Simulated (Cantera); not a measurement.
Input: 1 mol AlCl₃, 14 mol O₂, 2.5 mol H₂, at 10000 Pa.

Equilibrium computed with Cantera from the NASA thermochemical tables; the gas is ideal and each condensed phase is pure. Candidate condensed phases: Al, AlCl₃, Al₂O₃, H₂O; 29 gas species. Equilibrium is a limit: real reactors are often held back by kinetics, nucleation or transport.

**Question.** At 1352 °C, list the 5 most abundant gas species with their mole fractions, and the condensed phases.

**Answer.** O₂ 0.753, HCl 0.156, H₂O 0.0704, Cl 0.0182, Cl₂ 0.00204. Condensed: Al₂O₃(s).
